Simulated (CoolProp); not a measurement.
Vapour-liquid equilibrium of ethylene (1) + propane (2) at 0.0441 MPa; x and y are mole fractions of (1).

The numbers come from the multi-fluid Helmholtz-energy mixture model, Smukala 2000 and Lemmon 2009; pair parameters Bell 2016 in CoolProp.

**Question.** Give the bubble temperature and the first vapour's composition at x = 0.05, 0.35, 0.75. Is there an azeotrope?

**Answer.** x = 0.05: 199.8 K, y = 0.565; x = 0.35: 170.3 K, y = 0.965; x = 0.75: 160.2 K, y = 0.994. No azeotrope shows between x = 0.05 and 0.95.

The pair parameters rest on a limited set of measurements; away from them the model extrapolates.
